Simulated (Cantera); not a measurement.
A closed system holds: 1 mol SiH4, 3.8 mol NH3, held at 1650 K and 45.0 mbar.

These are equilibrium values from Cantera (NASA tables, ideal gas, pure condensed phases), not measurements of a reactor. Candidate condensed phases: Si, Si3N4; 18 gas species. Rates play no part.

Base state: H2 0.862, N2 0.138, H 0.000398 (mole fractions); condensed: Si3N4(s).

Question: What changes in the equilibrium state with this change: pressure from 45.0 mbar to 51.0 Pa?

Answer: 
```json
[
 {"species": "H2", "before": "0.862", "after": "0.798"},
 {"species": "N2", "before": "0.138", "after": "0.197"},
 {"species": "H", "before": "0.000398", "after": "0.00359"},
 {"species": "Si", "before": "1.38e-6", "after": "0.000525"},
 {"species": "SiH", "before": "4.95e-7", "after": "1.94e-5"},
 {"species": "Si3N4(s), mol", "before": "0.333", "after": "0"},
 {"species": "Si(s), mol", "before": "0", "after": "0.994"}
]
```
